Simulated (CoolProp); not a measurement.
Model: reference Helmholtz-energy equation of state, Lemmon 2006, in CoolProp. It is a short technical equation, of lower accuracy than the large ones.

### Question
For nitrous oxide, give the phase and the cp (kJ/(kg K)) at 199.9 K and 4.16 MPa; 441 K and 0.308 MPa; 272.1 K and 0.0156 MPa.

### Answer
- 199.9 K and 4.16 MPa: liquid; cp 1.72
- 441 K and 0.308 MPa: gas; cp 1.01
- 272.1 K and 0.0156 MPa: gas; cp 0.850
